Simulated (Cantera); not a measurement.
A Cantera script and what it prints.

```python
import numpy as np
import cantera as ct

gas_names = [...]  # 151 gases of nasa_gas.yaml made of C, H, N, O, Si
cond_names = """
    C(gr) C6H6(L) C7H8(L) C8H18(L),n-octa H2O(s) H2O(L) Si(cr) Si(L) SiC(b) SiO2(Lqz) SiO2(hqz) SiO2(L)
    Si2N2O(s) Si3N4(a)
""".split()


# ... load() reads the species with a 1 bar reference pressure and builds the phases ...
atoms = {
    'Si3N4': {'Si': 3, 'N': 4},
    'N2O': {'N': 2, 'O': 1},
    'H2': {'H': 2},
    'CO2': {'C': 1, 'O': 2},
}
top_T = {'C(gr)': 4500, 'SiC(b)': 3050, 'Si2N2O(s)': 2100, 'Si3N4(a)': 2400}  # K; cautious upper limits of use, not melting points


# ... equilibrate(T, P, feed) seeds the gas with the atoms and calls Mixture.equilibrate('TP', solver="vcs", rtol=1e-11, max_steps=5000) ...
results = []
feed = {'Si3N4': 1, 'N2O': 0.031, 'H2': 2.7, 'CO2': 1.2}  # mol
T = 1325  # K
P = 120000  # Pa
mix = equilibrate(T, P, feed)
results.append((T, P, feed, dict(zip(mix.species_names, mix.species_moles))))
print(gas.report(threshold=0.001))
for i in range(1, mix.n_phases):
    print(f"{mix.phase(i).name:16s} {mix.phase_moles(i):12.5e} mol")
```

Result:

```
       temperature   1325 K
          pressure   1.2e+05 Pa
           density   0.095639 kg/m^3
  mean mol. weight   8.7802 kg/kmol
   phase of matter   gas

                          1 kg             1 kmol
                     ---------------   ---------------
          enthalpy         3.052e+06        2.6797e+07  J
   internal energy        1.7973e+06         1.578e+07  J
           entropy             22337        1.9613e+05  J/K
    Gibbs function       -2.6545e+07       -2.3307e+08  J
 heat capacity c_p              3706             32539  J/K
 heat capacity c_v              2759             24225  J/K

                      mass frac. Y      mole frac. X     chem. pot. / RT
                     ---------------   ---------------   ---------------
               CH4         0.0080104          0.004384           -38.708
                CO           0.11955          0.037476           -39.521
                H2           0.16938           0.73769           -18.371
                N2           0.70212           0.22006           -26.971
     [ +147 minor]        0.00093362        0.00039482

C(gr)             1.04824e+00 mol
Si(cr)            0.00000e+00 mol
SiC(b)            0.00000e+00 mol
SiO2(hqz)         5.29734e-01 mol
Si2N2O(s)         1.23513e+00 mol
Si3N4(a)          0.00000e+00 mol
```

These are equilibrium values from Cantera (NASA tables, ideal gas, pure condensed phases), not measurements of a reactor. Mutual solubility and eutectic melting of coexisting phases are not modelled. The tables hold silica as quartz up to 1696 K and as liquid above; real silica turns to tridymite and cristobalite and melts near 1996 K.
